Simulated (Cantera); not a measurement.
A perfectly stirred reactor is fed with 2.13 % C3H8, 16.9 % O2, 63.4 % N2, 17.6 % CO2, at 13500 Torr; it is adiabatic with a 550 K inlet, and is followed from long to short residence time, starting on the burning branch (τ in s: 0.44, 0.16, 0.056, 0.02, 0.0073, 0.0026, 0.00093, 0.00034, 0.00012, 4.3e-05, 1.5e-05).

Detailed kinetics in Cantera: GRI-Mech 3.0 (53 species, 325 reactions). GRI-Mech 3.0 was tuned for natural gas; its chemistry of propane as a main component is partial and can be far from experiment. The pressure lies above the range GRI-Mech 3.0 was tuned for (to about 10 atm).

**Question.** Predict: blow-out, bracketed by the residence times tried; x(C3H8) at τ = 0.440 s; x(O2) at τ = 0.440 s; x(CO2) at τ = 0.440 s; x(CO) at τ = 0.440 s; x(NO) at τ = 0.440 s; x(C3H8) at τ = 2.60 ms; x(O2) at τ = 2.60 ms; x(CO2) at τ = 2.60 ms; x(CO) at τ = 2.60 ms; x(NO) at τ = 2.60 ms.

**Answer.** 
```
Quantity                                                                        Result
------------------------------------------------  ------------------------------------
blow-out, bracketed by the residence times tried  burning at 0.930 ms, out at 0.340 ms
x(C3H8) at τ = 0.440 s                                                         1.97e-7
x(O2) at τ = 0.440 s                                                            0.0612
x(CO2) at τ = 0.440 s                                                            0.235
x(CO) at τ = 0.440 s                                                           4.47e-5
x(NO) at τ = 0.440 s                                                           3.40e-6
x(C3H8) at τ = 2.60 ms                                                         1.69e-5
x(O2) at τ = 2.60 ms                                                            0.0628
x(CO2) at τ = 2.60 ms                                                            0.232
x(CO) at τ = 2.60 ms                                                           0.00262
x(NO) at τ = 2.60 ms                                                           1.06e-6
```
